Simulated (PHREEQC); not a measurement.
4.8 g of hydrous ferric oxide (600 m²/g; 0.2 weak and 0.005 strong sites per Fe, Dzombak-Morel constants, diffuse double layer) in 1 kg of water with 0.1 mol/kgw of an inert sodium salt, at 25 °C; the pH is set by adding NaOH or the inert anion's acid. Oxygen is held at 0.21 atm. No CO2 enters from the air. Precipitation was switched off in this run.

Computed with PHREEQC (ion-association model, wateq4f.dat).

**Question.** Predict surface charge σ (C/m²), surface potential ψ (mV) at pH = 6, 6.67, 8.67, 9.33, 11.33.

**Answer.** 
| pH | surface charge σ (C/m²) | surface potential ψ (mV) |
|---|---|---|
| 6 | 0.112 | 93 |
| 6.67 | 0.063 | 67 |
| 8.67 | -0.020 | -27 |
| 9.33 | -0.051 | -57 |
| 11.33 | -0.231 | -128 |

Complexes and solids missing from the database can't appear.
